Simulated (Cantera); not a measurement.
An isothermal, constant-pressure homogeneous reactor starts with NH3 : N2 = 1 : 0.35 (molar parts), at 1598 K and 1.01 bar. Integrator tolerance rtol = 1e-08.

Cantera simulation using the gas-phase N/H chemistry of the illustrative SiF4/NH3 mechanism in the Surface Chemkin manual (1991); the numbers are that mechanism's predictions, not measurements. Walls and surfaces, which speed up NH3 decomposition in real reactors, are not modelled.

Problem. What does this change do: pressure from 1.01 bar to 0.0400 bar?

Solution. 
```
quantity                                            before                                      after
----------------  ----------------------------------------  -----------------------------------------
x(NH3) at 300 s     0.0111 (gas-phase equilibrium 1.44e-5)     0.0399 (gas-phase equilibrium 5.68e-7)
x(N2H2) at 300 s   1.49e-10 (gas-phase equilibrium <1e-12)     1.82e-8 (gas-phase equilibrium <1e-12)
x(N) at 300 s      2.88e-10 (gas-phase equilibrium <1e-12)   1.95e-8 (gas-phase equilibrium 1.92e-12)
x(N2H4) at 300 s   8.91e-11 (gas-phase equilibrium <1e-12)    3.22e-10 (gas-phase equilibrium <1e-12)
x(N2) at 300 s         0.360 (gas-phase equilibrium 0.362)        0.356 (gas-phase equilibrium 0.362)
x(NH) at 300 s    8.65e-9 (gas-phase equilibrium 1.14e-11)   2.21e-7 (gas-phase equilibrium 1.14e-11)
x(H) at 300 s      4.16e-5 (gas-phase equilibrium 4.25e-5)  0.000107 (gas-phase equilibrium 0.000214)
```

Problem. What does this change do: pressure from 1.01 bar to 0.0120 bar?

Solution. 
```csv
quantity,before,after
x(NH3) at 300 s,0.0111 (gas-phase equilibrium 1.44e-5),0.132 (gas-phase equilibrium 1.70e-7)
x(N2H2) at 300 s,1.49e-10 (gas-phase equilibrium <1e-12),1.41e-7 (gas-phase equilibrium <1e-12)
x(N) at 300 s,2.88e-10 (gas-phase equilibrium <1e-12),3.77e-8 (gas-phase equilibrium 3.50e-12)
x(N2H4) at 300 s,8.91e-11 (gas-phase equilibrium <1e-12),7.59e-10 (gas-phase equilibrium <1e-12)
x(N2) at 300 s,0.360 (gas-phase equilibrium 0.362),0.343 (gas-phase equilibrium 0.362)
x(NH) at 300 s,8.65e-9 (gas-phase equilibrium 1.14e-11),5.17e-7 (gas-phase equilibrium 1.14e-11)
x(H) at 300 s,4.16e-5 (gas-phase equilibrium 4.25e-5),7.85e-5 (gas-phase equilibrium 0.000391)
```
